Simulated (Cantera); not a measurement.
Feed: 1 mol C2F6, 0.026 mol CH4, 8.7 mol H2, 0.53 mol F2, equilibrated at 1850 K and 0.00710 bar.

Cantera equilibrium calculation (NASA polynomials, part measured and part estimated; ideal gas, pure solids and liquids). The feed counts by its element totals alone. Kinetics and transport are ignored.

```json
[
 {"species": "HF", "before": "0.574", "after": "0.575"},
 {"species": "H2", "before": "0.422", "after": "0.424"},
 {"species": "H", "before": "0.00415", "after": "0.00111"},
 {"species": "CH4", "before": "8.28e-7", "after": "1.18e-5"},
 {"species": "C2H2 (acetylene)", "before": "0.000110", "after": "0.000111"},
 {"species": "C(graphite), mol", "before": "2.02", "after": "2.02"}
]
```
Gas species are given as mole fractions.

**Question.** Name the change that produced these shifts.
A) pressure from 0.00710 bar to 0.100 bar
B) H2 from 8.7 to 0.25 mol
C) pressure from 0.00710 bar to 0.00280 bar
D) temperature from 1850 K to 673.15 K

**Answer.** A, pressure from 0.00710 bar to 0.100 bar
